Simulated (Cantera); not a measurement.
A perfectly stirred reactor is fed with 10.4 % CH₄, 1.97 % C₂H₆, 18.4 % O₂, 69.2 % N₂, equivalence ratio 1.5, at 2.00 bar; it is adiabatic with a 650 K inlet, and is followed from long to short residence time, starting on the burning branch (τ in s: 0.04, 0.013, 0.004, 0.0012, 0.00039, 0.00012, 3.8e-05, 1.2e-05, 3.7e-06).

Computed with Cantera and GRI-Mech 3.0 (53 species, 325 reactions).

x: mole fraction; the columns are a selection and need not sum to one.

| τ (s) | T (K) | x CH₄ | x C₂H₆ | x O₂ | x C₂H₄ | x HCO | x N₂O | x CH₂CO |
|---|---|---|---|---|---|---|---|---|
| 0.040 | 2169 | 0.000159 | 2.13e-7 | 9.14e-5 | (withheld) | 1.27e-7 | 2.02e-8 | 4.54e-7 |
| 0.013 | 2166 | 0.000327 | 6.44e-7 | 0.000233 | (withheld) | 2.58e-7 | 4.24e-8 | 1.36e-6 |
| 0.0040 | 2160 | 0.000634 | 2.06e-6 | 0.000616 | (withheld) | 6.37e-7 | 8.27e-8 | 4.12e-6 |
| 0.0012 | 2146 | 0.00115 | 6.74e-6 | 0.00163 | (withheld) | 1.73e-6 | 1.18e-7 | 1.16e-5 |
| 0.00039 | 2116 | 0.00207 | 2.20e-5 | 0.00417 | (withheld) | 4.48e-6 | 9.51e-8 | 3.00e-5 |
| 0.00012 | 1992 | 0.00635 | 0.000150 | 0.0164 | (withheld) | 1.17e-5 | 2.91e-8 | 0.000144 |
| 3.8e-5 | 650 | 0.104 | 0.0197 | 0.184 | <1e-12 | <1e-12 | <1e-12 | <1e-12 |
| 1.2e-5 | 650 | 0.104 | 0.0197 | 0.184 | <1e-12 | <1e-12 | <1e-12 | <1e-12 |
| 3.7e-6 | 650 | 0.104 | 0.0197 | 0.184 | <1e-12 | <1e-12 | <1e-12 | <1e-12 |

**Question.** Fill in the missing entries.

**Answer.** 
- 0.040, x C₂H₄: 5.78e-7
- 0.013, x C₂H₄: 2.09e-6
- 0.0040, x C₂H₄: 7.85e-6
- 0.0012, x C₂H₄: 2.81e-5
- 0.00039, x C₂H₄: 9.34e-5
- 0.00012, x C₂H₄: 0.000586
